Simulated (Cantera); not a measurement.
Stirred combustor or abatement burner

A perfectly stirred reactor is fed with 3.70 % CH4, 5.55 % H2, 8.47 % O2, 79.5 % N2, 2.77 % H2O, equivalence ratio 1.2, at 3750 Torr; it is adiabatic with a 625 K inlet, and is followed from long to short residence time, starting on the burning branch (τ in s: 0.086, 0.025, 0.007, 0.002, 0.00058, 0.00017, 4.7e-05, 1.4e-05, 3.9e-06).

Detailed kinetics in Cantera: GRI-Mech 3.0 (53 species, 325 reactions).

```
τ (s)    T (K)    x CH4    x H2     x O2      x H    x C2H4  x CH2CO    x HO2
-------  -----  -------  ------  -------  -------  --------  -------  -------
0.086     1616  0.00190  0.0158  0.00118  1.86e-5   4.84e-5  1.33e-5  7.18e-7
0.025     1600  0.00198  0.0162  0.00230  3.21e-5   8.48e-5  2.23e-5  2.10e-6
0.0070    1566  0.00241  0.0170  0.00491  5.26e-5  0.000149  3.38e-5  6.45e-6
0.0020     625   0.0370  0.0555   0.0847   <1e-12    <1e-12   <1e-12   <1e-12
0.00058    625   0.0370  0.0555   0.0847   <1e-12    <1e-12   <1e-12   <1e-12
0.00017    625   0.0370  0.0555   0.0847   <1e-12    <1e-12   <1e-12   <1e-12
4.7e-5     625   0.0370  0.0555   0.0847   <1e-12    <1e-12   <1e-12   <1e-12
1.4e-5     625   0.0370  0.0555   0.0847   <1e-12    <1e-12   <1e-12   <1e-12
3.9e-6     625   0.0370  0.0555   0.0847   <1e-12    <1e-12   <1e-12   <1e-12
```
x: mole fraction; the columns are a selection and need not sum to one.
